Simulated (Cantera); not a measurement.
Input: 1 mol SiCl4, 0.34 mol NO, 5.7 mol N2, held at 750 Torr.

Cantera equilibrium calculation (NASA polynomials, part measured and part estimated; ideal gas, pure solids and liquids). Candidate condensed phases: Si, SiO2, Si2N2O, Si3N4; 23 gas species. The tables' values for SiCl3 are old estimates; treat these amounts as uncertain. The tables hold silica as quartz up to 1696 K and as liquid above; real silica turns to tridymite and cristobalite and melts near 1996 K. Kinetics and transport are ignored.

x: gas mole fraction; n: condensed amount in mol.

```json
[
 {"T (K)": "1550", "x N2": "0.827", "x SiCl4": "0.117", "x Cl": "0.0162", "x Cl2": "0.0398", "x SiCl3": "3.58e-5", "n SiO2(β-quartz)": "0.170", "n SiO2(condensed)": "0", "n SiO2(l)": "0"},
 {"T (K)": "1625", "x N2": "0.824", "x SiCl4": "0.116", "x Cl": "(withheld)", "x Cl2": "(withheld)", "x SiCl3": "9.74e-5", "n SiO2(β-quartz)": "0.170", "n SiO2(condensed)": "0", "n SiO2(l)": "0"},
 {"T (K)": "1700", "x N2": "0.820", "x SiCl4": "0.116", "x Cl": "0.0337", "x Cl2": "0.0308", "x SiCl3": "0.000248", "n SiO2(β-quartz)": "0", "n SiO2(condensed)": "0.170", "n SiO2(l)": "0"},
 {"T (K)": "1775", "x N2": "0.815", "x SiCl4": "0.115", "x Cl": "0.0445", "x Cl2": "0.0252", "x SiCl3": "0.000599", "n SiO2(β-quartz)": "0", "n SiO2(condensed)": "0.170", "n SiO2(l)": "0"},
 {"T (K)": "1850", "x N2": "0.810", "x SiCl4": "0.113", "x Cl": "(withheld)", "x Cl2": "(withheld)", "x SiCl3": "0.00138", "n SiO2(β-quartz)": "0", "n SiO2(condensed)": "0.170", "n SiO2(l)": "0"},
 {"T (K)": "1925", "x N2": "0.805", "x SiCl4": "0.111", "x Cl": "0.0668", "x Cl2": "0.0149", "x SiCl3": "0.00304", "n SiO2(β-quartz)": "0", "n SiO2(condensed)": "0.170", "n SiO2(l)": "0"},
 {"T (K)": "2000", "x N2": "0.798", "x SiCl4": "0.106", "x Cl": "0.0776", "x Cl2": "0.0111", "x SiCl3": "0.00627", "n SiO2(β-quartz)": "0", "n SiO2(condensed)": "0", "n SiO2(l)": "0.170"},
 {"T (K)": "2075", "x N2": "0.790", "x SiCl4": "0.0983", "x Cl": "0.0898", "x Cl2": "0.00851", "x SiCl3": "0.0117", "n SiO2(β-quartz)": "0", "n SiO2(condensed)": "0", "n SiO2(l)": "0.169"}
]
```

Problem. Complete the blanks.

Solution. 
- 1850, x Cl: 0.0558
- 1850, x Cl2: 0.0197
- 1625, x Cl: 0.0240
- 1625, x Cl2: 0.0357
